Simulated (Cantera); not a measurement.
Feed: 1 mol CaCl2, 0.019 mol HCl, 3.6 mol H2, held at 10000 Pa.

These are equilibrium values from Cantera (NASA tables, ideal gas, pure condensed phases), not measurements of a reactor. Candidate condensed phases: Ca, CaCl2; 9 gas species. The numbers say what is thermodynamically allowed, not how fast it happens.

Problem. What share of the Ca ends up in condensed phases as a function of T (K), at 673, 773, 873, 973, 1073, 1173, 1273, 1373, 1473, 1573, 1673, 1773, 1873?

Solution. 
```csv
T (K),Ca condensed (%),as
673,100.0,CaCl2(s)
773,100.0,CaCl2(s)
873,100.0,CaCl2(s)
973,100.0,CaCl2(s)
1073,100.0,CaCl2(l)
1173,100.0,CaCl2(l)
1273,99.9,CaCl2(l)
1373,99.2,CaCl2(l)
1473,96.1,CaCl2(l)
1573,84.2,CaCl2(l)
1673,42.4,CaCl2(l)
1773,0.0,-
1873,0.0,-
```
